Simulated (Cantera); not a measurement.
Input (Python, Cantera):

```python
import numpy as np
import cantera as ct

gas = ct.Solution("gri30.yaml")
gas.TPX = 450, 260000, {'C2H6': 1, 'O2': 4.55, 'N2': 17.1, 'H2O': 2}
inlet = ct.Reservoir(gas, clone=True)
gas.equilibrate("HP")  # start burning
reactor = ct.IdealGasConstPressureReactor(gas, energy="on", clone=False)
exhaust = ct.Reservoir(gas, clone=True)
tau = [0.5, 0.18, 0.068, 0.025, 0.0094, 0.0035, 0.0013, 0.00048, 0.00018, 6.6e-05, 2.5e-05, 9.1e-06, 3.4e-06][0]
for a, b in ((inlet, reactor), (reactor, exhaust)):
    ct.MassFlowController(a, b, mdot=lambda t: reactor.mass / tau)
net = ct.ReactorNet([reactor])
show = ['C2H6', 'O2', 'H2O', 'CH4', 'NO2', 'CH2']

rows = []
print(f"{'tau/s':>10s}{'T/K':>9s}" + "".join(f"{s:>11s}" for s in show))
for tau in [0.5, 0.18, 0.068, 0.025, 0.0094, 0.0035, 0.0013, 0.00048, 0.00018, 6.6e-05, 2.5e-05, 9.1e-06, 3.4e-06]:
    net.initial_time = 0.0
    net.advance(30 * tau)
    before = gas.X
    net.advance(40 * tau)
    drift = np.max(np.abs(gas.X - before) / (gas.X + 1e-9))
    rows.append([gas.T, *gas[show].X, drift])
    print(f"{tau:10.3e}{gas.T:9.1f}" + "".join(f"{x:11.3e}" for x in gas[show].X))
```

It prints:

```
     tau/s      T/K       C2H6         O2        H2O        CH4        NO2        CH2
 5.000e-01   1966.3  8.008e-08  4.141e-02  1.979e-01  1.037e-07  4.548e-07  4.937e-09
 1.800e-01   1965.6  2.131e-07  4.152e-02  1.978e-01  2.421e-07  2.241e-07  1.322e-08
 6.800e-02   1963.3  5.193e-07  4.161e-02  1.976e-01  4.597e-07  1.303e-07  3.248e-08
 2.500e-02   1958.3  1.223e-06  4.175e-02  1.972e-01  7.282e-07  9.010e-08  7.775e-08
 9.400e-03   1949.1  2.676e-06  4.202e-02  1.965e-01  1.025e-06  6.944e-08  1.762e-07
 3.500e-03   1933.1  5.711e-06  4.259e-02  1.954e-01  1.534e-06  5.222e-08  4.008e-07
 1.300e-03   1906.9  1.215e-05  4.368e-02  1.937e-01  2.839e-06  3.725e-08  9.188e-07
 4.800e-04   1865.6  2.691e-05  4.569e-02  1.914e-01  6.995e-06  2.622e-08  2.079e-06
 1.800e-04   1801.8  6.586e-05  4.950e-02  1.884e-01  2.341e-05  1.770e-08  4.532e-06
 6.600e-05    450.0  4.057e-02  1.846e-01  8.114e-02 -1.372e-16 -3.732e-19  4.073e-33
 2.500e-05    450.0  4.057e-02  1.846e-01  8.114e-02 -4.176e-18 -1.136e-20 -2.230e-34
 9.100e-06    450.0  4.057e-02  1.846e-01  8.114e-02 -4.667e-21 -1.270e-23 -4.117e-35
 3.400e-06    450.0  4.057e-02  1.846e-01  8.114e-02 -2.948e-22 -8.021e-25 -1.964e-36
```

Cantera simulation using GRI-Mech 3.0 (53 species, 325 reactions); the numbers are that mechanism's predictions, not measurements.
